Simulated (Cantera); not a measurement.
Input (Python, Cantera) and output of one run.

```python
import numpy as np
import cantera as ct

gas_names = [...]  # 130 gases of nasa_gas.yaml made of C, H, Mg, O, S
cond_names = """
    C(gr) C6H6(L) C7H8(L) C8H18(L),n-octa H2O(s) H2O(L) H2SO4(L) Mg(cr) Mg(L) MgCO3(s) MgO(s) MgO(L)
    MgO2H2(s) MgS(s) MgSO4(s) MgSO4(L) S(cr1) S(cr2) S(L)
""".split()


# ... load() reads the species with a 1 bar reference pressure and builds the phases ...
atoms = {
    'MgO': {'Mg': 1, 'O': 1},
    'O2': {'O': 2},
    'CO2': {'C': 1, 'O': 2},
    'SO2': {'S': 1, 'O': 2},
    'H2O': {'H': 2, 'O': 1},
}
top_T = {'C(gr)': 4500, 'MgS(s)': 2250}  # K; cautious upper limits of use, not melting points


# ... equilibrate(T, P, feed) seeds the gas with the atoms and calls Mixture.equilibrate('TP', solver="vcs", rtol=1e-11, max_steps=5000) ...
results = []
feed = {'MgO': 1, 'O2': 2.9, 'CO2': 0.19, 'SO2': 0.17, 'H2O': 0.53}  # mol
P = 1333.22  # Pa
for T in [600, 700, 800, 900, 1000, 1100, 1200, 1300, 1400]:
    mix = equilibrate(T, P, feed)
    results.append((T, P, feed, dict(zip(mix.species_names, mix.species_moles))))

top = {s: max(r[3][s] / sum(r[3][g] for g in gas_names) for r in results) for s in gas_names}
cols = sorted((s for s in top if top[s] > 0.0001), key=lambda s: -top[s])[:6]
seen = [c for c in cond_names if any(r[3].get(c, 0) > 1e-12 for r in results)]
print("log10 of partial pressures in bar; condensed amounts in mol")
print(f"{'T/K':>10s}" + "".join(f"{s[:9]:>10s}" for s in cols + seen))
for T, P, feed, n in results:
    ng = sum(n[g] for g in gas_names)
    print(f"{T:10.4g}" + "".join(f"{np.log10(max(n[s] / ng * P / 1e5, 1e-99)):10.3f}" for s in cols)
          + "".join(f"{n.get(c, 0):10.4g}" for c in seen))
```

Result:

```
log10 of partial pressures in bar; condensed amounts in mol
       T/K        O2       H2O       CO2       SO2       SO3        OH    MgO(s)  MgSO4(s)
       600    -1.974    -2.699    -3.145   -17.818   -15.119   -13.756      0.83      0.17
       700    -1.974    -2.699    -3.145   -13.054   -11.584   -11.744      0.83      0.17
       800    -1.974    -2.699    -3.145    -9.498    -8.948   -10.233      0.83      0.17
       900    -1.974    -2.699    -3.145    -6.748    -6.910    -9.056    0.8301    0.1699
      1000    -1.975    -2.701    -3.146    -4.562    -5.293    -8.114    0.8387    0.1613
      1100    -1.992    -2.729    -3.174    -3.249    -4.451    -7.360         1         0
      1200    -1.991    -2.729    -3.175    -3.234    -4.820    -6.717         1         0
      1300    -1.991    -2.729    -3.175    -3.228    -5.138    -6.172         1         0
      1400    -1.991    -2.730    -3.175    -3.226    -5.411    -5.705         1         0
```

These are equilibrium values from Cantera (NASA tables, ideal gas, pure condensed phases), not measurements of a reactor.
